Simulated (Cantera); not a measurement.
Fe(CO)₅ + H₂ (iron carbonyl, mercury and lead vapours)

Charge: 1 mol Fe(CO)₅, 1.9 mol H₂, held at 15.0 Pa.

These are equilibrium values from Cantera (NASA tables, ideal gas, pure condensed phases), not measurements of a reactor. Candidate condensed phases: C, C₆H₆, C₇H₈, C₈H₁₈, Fe, Fe(CO)₅, FeO, Fe(OH)₂, Fe(OH)₃, Fe₂O₃, Fe₃O₄, H₂O; 114 gas species. Rates play no part.

From 1025 K to 1175 K the condensed part is Fe(α). From 1225 K to 1325 K the condensed part is Fe(γ).

```csv
T (K),x CO,x H₂,x H,x CO₂,x Fe,n Fe(α),n Fe(γ)
1025,0.725,0.275,1.87e-7,2.71e-5,3.28e-10,1.00,0
1075,0.725,0.275,6.29e-7,1.07e-5,3.01e-9,1.00,0
1125,0.725,0.275,1.90e-6,4.60e-6,2.24e-8,1.00,0
1175,0.725,0.275,5.25e-6,2.13e-6,1.40e-7,1.000,0
1225,0.725,0.275,1.34e-5,1.05e-6,7.52e-7,0,1.000
1275,0.725,0.275,3.16e-5,5.52e-7,3.52e-6,0,1.000
1325,0.725,0.275,7.01e-5,3.09e-7,1.46e-5,0,1.000
```
x: gas mole fraction; n: condensed amount in mol.
